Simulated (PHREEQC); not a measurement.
Copper plating or etch bath: an equilibrium model

Consider water at 5 °C with 0.0076 mol/kgw CuSO4, 0.22 mol/kgw H2SO4 and 0.00024 mol/kgw KCl. Closed to the air; pH follows from the charge balance.

Computed with PHREEQC (ion-association model, wateq4f.dat).

| Item | Result |
|---|---|
| pH | 0.70 |
| ionic strength | 0.309 mol/kgw |
| activity of water | 0.992 |
| total alkalinity | -440 meq/kg |

```tsv
species	molality	activity	log γ
H+	0.254	0.200	-0.105
HSO4-	0.186	0.131	-0.151
SO4-2	0.0391	0.0101	-0.589
Cu+2	0.00510	0.00152	-0.527
CuSO4	0.00250	0.00268	0.031
Cl-	0.000240	0.000164	-0.164
K+	0.000229	0.000158	-0.164
```

No solid was allowed to form. Complexes and solids missing from the database can't appear. At this temperature some constants are extrapolated from 25 °C, and those without enthalpy data are left unchanged.
